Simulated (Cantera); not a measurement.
A diamond (100) surface in a fixed gas of H2 with x(CH4) = 0.0028, x(H) = 0.0054, x(CH3) = 0.00014, at 1100 K; coverages are run to steady state.

Model: the Harris–Goodwin 1993 mechanism for the reconstructed diamond (100) surface, integrated in Cantera.

θ: site fractions in the mechanism's names (c6HH fully hydrogenated, c6H* and c6*H radical sites, c6** diradical, c6HM methylated).

| P (Pa) | growth (µm/h) | θ c6HH | θ c6H* | θ c6*H | θ c6** | θ c6HM |
|---|---|---|---|---|---|---|
| 1300 | 0.645 | 0.510 | 0.0277 | 0.438 | 0.0178 | 0.00405 |
| 1800 | 1.04 | 0.509 | 0.0276 | 0.438 | 0.0178 | 0.00480 |
| 2500 | 1.66 | 0.509 | 0.0276 | 0.437 | 0.0178 | 0.00556 |
| 3600 | (withheld) | 0.508 | 0.0276 | 0.437 | 0.0178 | (withheld) |
| 5000 | 4.10 | 0.508 | 0.0276 | 0.436 | 0.0177 | 0.00696 |
| 7000 | 6.17 | 0.507 | 0.0276 | 0.436 | 0.0177 | 0.00751 |
| 9800 | 9.12 | 0.507 | 0.0276 | 0.436 | 0.0177 | 0.00795 |
| 14000 | (withheld) | 0.507 | 0.0276 | 0.435 | 0.0177 | 0.00832 |

Question: Some entries are withheld; supply them.

Answer: 
- 3600, growth (µm/h): 2.70
- 3600, θ c6HM: 0.00634
- 14000, growth (µm/h): 13.6
